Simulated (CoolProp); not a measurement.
c-C4F8 (RC318) along the isobar 3.36 MPa: fugacity coefficient from the reference equation and from simpler models built on Tc = 115.2 °C, pc = 2.778 MPa, ω = 0.355; each cubic takes its own stable root.

The numbers come from the reference Helmholtz-energy equation of state, Platzer 1990 in CoolProp. This equation is an older, rougher fit; its heat capacities, sound speeds and derivatives of the liquid may be far off and weren't checked against measurements.

```tsv
T (°C)	phase	reference	van der Waals	Peng-Robinson
14.05	liquid	0.07107	0.2299	0.06969
24.25	liquid	0.09743	0.2635	0.09536
34.45	liquid	0.1297	(withheld)	0.1268
44.65	liquid	(withheld)	0.3359	0.1643
54.85	liquid	(withheld)	0.3742	0.2079
65.05	liquid	0.2632	0.4135	0.2573
75.25	liquid	0.3193	0.4535	(withheld)
85.45	liquid	(withheld)	0.4938	0.3716
95.65	liquid	0.4451	(withheld)	0.4342
105.85	liquid	0.5121	0.5736	0.4982
116.05	supercritical	(withheld)	0.6120	0.5605
126.25	supercritical	0.6384	0.6479	0.6144
```

### Question
Fill in the missing entries.

### Answer

- 34.45, van der Waals: 0.2989
- 44.65, reference: 0.1681
- 54.85, reference: 0.2126
- 75.25, Peng-Robinson: 0.3122
- 85.45, reference: 0.3803
- 95.65, van der Waals: 0.5340
- 116.05, reference: 0.5789
